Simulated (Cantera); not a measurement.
Input (Python, Cantera) and output of one run.

```python
import numpy as np
import cantera as ct

gas_names = [...]  # 100 gases of nasa_gas.yaml made of C, H, N, S
cond_names = """
    C(gr) C6H6(L) C7H8(L) C8H18(L),n-octa S(cr1) S(cr2) S(L)
""".split()


# ... load() reads the species with a 1 bar reference pressure and builds the phases ...
atoms = {
    'CS2': {'C': 1, 'S': 2},
    'H2': {'H': 2},
    'N2': {'N': 2},
}
top_T = {'C(gr)': 4500}  # K; cautious upper limits of use, not melting points


# ... equilibrate(T, P, feed) seeds the gas with the atoms and calls Mixture.equilibrate('TP', solver="vcs", rtol=1e-11, max_steps=5000) ...
results = []
feed = {'CS2': 1, 'H2': 3.7, 'N2': 7.8}  # mol
T = 1523  # K
for P in [10, 84, 710, 6000, 50000, 420000, 3600000, 30000000]:
    mix = equilibrate(T, P, feed)
    results.append((T, P, feed, dict(zip(mix.species_names, mix.species_moles))))
    x = sorted(zip(gas.X, gas.species_names), reverse=True)
    print(f"T = {T:g} K  P = {P:g} Pa  gas = {mix.phase_moles(0):.4g} mol")
    print("   x: " + "  ".join(f"{s} {v:.3e}" for v, s in x if v > 0.001))
    print("   condensed (mol): " + ("  ".join(f"{mix.phase(i).name} {mix.phase_moles(i):.4g}"
          for i in range(1, mix.n_phases) if mix.phase_moles(i) > 1e-12) or "none"))
```

Result:

```
T = 1523 K  P = 10 Pa  gas = 12.64 mol
   x: N2 6.168e-01  H2 2.903e-01  CS2 5.620e-02  CS 2.139e-02  S2 1.095e-02  H 1.245e-03
   condensed (mol): C(gr) 0.01237
T = 1523 K  P = 84 Pa  gas = 12.53 mol
   x: N2 6.221e-01  H2 2.912e-01  CS2 6.176e-02  S2 1.203e-02  CS 7.738e-03  H2S 3.013e-03  SH 1.049e-03
   condensed (mol): C(gr) 0.1222
T = 1523 K  P = 710 Pa  gas = 12.46 mol
   x: N2 6.255e-01  H2 2.873e-01  CS2 6.195e-02  S2 1.207e-02  H2S 8.658e-03  CS 2.666e-03  SH 1.044e-03
   condensed (mol): C(gr) 0.1879
T = 1523 K  P = 6000 Pa  gas = 12.36 mol
   x: N2 6.307e-01  H2 2.753e-01  CS2 5.721e-02  H2S 2.318e-02  S2 1.114e-02
   condensed (mol): C(gr) 0.2751
T = 1523 K  P = 50000 Pa  gas = 12.17 mol
   x: N2 6.406e-01  H2 2.491e-01  H2S 5.408e-02  CS2 4.567e-02  S2 8.895e-03
   condensed (mol): C(gr) 0.4337
T = 1523 K  P = 420000 Pa  gas = 11.89 mol
   x: N2 6.557e-01  H2 2.081e-01  H2S 1.017e-01  CS2 2.755e-02  S2 5.366e-03
   condensed (mol): C(gr) 0.6609
T = 1523 K  P = 3.6e+06 Pa  gas = 11.62 mol
   x: N2 6.710e-01  H2 1.665e-01  H2S 1.468e-01  CS2 1.046e-02  CH4 2.298e-03  S2 2.037e-03
   condensed (mol): C(gr) 0.8465
T = 1523 K  P = 3e+07 Pa  gas = 11.39 mol
   x: N2 6.840e-01  H2S 1.689e-01  H2 1.308e-01  CH4 1.182e-02  CS2 2.694e-03
   condensed (mol): C(gr) 0.8296
```

These are equilibrium values from Cantera (NASA tables, ideal gas, pure condensed phases), not measurements of a reactor. The ideal-gas law is rough above about 30 bar.
